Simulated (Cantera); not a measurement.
An adiabatic, constant-pressure homogeneous reactor starts with CH4 : O2 : N2 = 1 : 3.17 : 16.8 (molar parts), equivalence ratio 0.63, at 1650 K and 7500 Torr. Integrator tolerance rtol = 1e-08.

Computed with Cantera and GRI-Mech 3.0 (53 species, 325 reactions).

What does this change do: pressure from 7500 Torr to 3750 Torr?


```csv
quantity,before,after
time of steepest temperature rise,58.3 µs,99.7 µs
temperature at 0.200 s,2546 K,2531 K
equilibrium temperature,2546 K,2531 K
x(CH4) at 0.200 s,<1e-12 (gas-phase equilibrium <1e-12),<1e-12 (gas-phase equilibrium <1e-12)
x(O2) at 0.200 s,0.0493 (gas-phase equilibrium 0.0493),0.0496 (gas-phase equilibrium 0.0496)
x(N2O) at 0.200 s,2.14e-6 (gas-phase equilibrium 2.14e-6),1.48e-6 (gas-phase equilibrium 1.48e-6)
x(H2O2) at 0.200 s,4.95e-7 (gas-phase equilibrium 4.95e-7),3.37e-7 (gas-phase equilibrium 3.37e-7)
x(OH) at 0.200 s,0.00623 (gas-phase equilibrium 0.00623),0.00706 (gas-phase equilibrium 0.00706)
x(H2O) at 0.200 s,0.0907 (gas-phase equilibrium 0.0907),0.0898 (gas-phase equilibrium 0.0898)
```
